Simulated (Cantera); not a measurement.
Input: 1 mol Si, 0.24 mol H2O, 1.5 mol N2, held at 750 Torr.

Method: chemical equilibrium by Gibbs-energy minimisation in Cantera with the NASA 1993 tables (ideal gas, pure condensed phases). Candidate condensed phases: H2O, Si, SiO2, Si2N2O, Si3N4; 35 gas species. Mutual solubility and eutectic melting of coexisting phases are not modelled. Equilibrium is a limit: real reactors are often held back by kinetics, nucleation or transport. All values below are at 1625 K.

Base state: N2 0.792, H2 0.208, H 3.22e-5 (mole fractions); condensed: Si2N2O(s) + Si3N4(s).

Question: What changes in the equilibrium state with this change: Si replaced by Al2O3?

Answer: 
```
species          before     after
--------------  -------  --------
N2                0.792     0.862
H2O             9.58e-8     0.138
H2                0.208  0.000164
O2                <1e-9   5.57e-5
NO                <1e-9   3.66e-5
Si2N2O(s), mol    0.240         0
Si3N4(s), mol     0.173         0
Al2O3(s), mol         0      1.00
```
Gases not in the tables: Al(OH)3. Further candidate phases: Al, AlN, Al2O3.
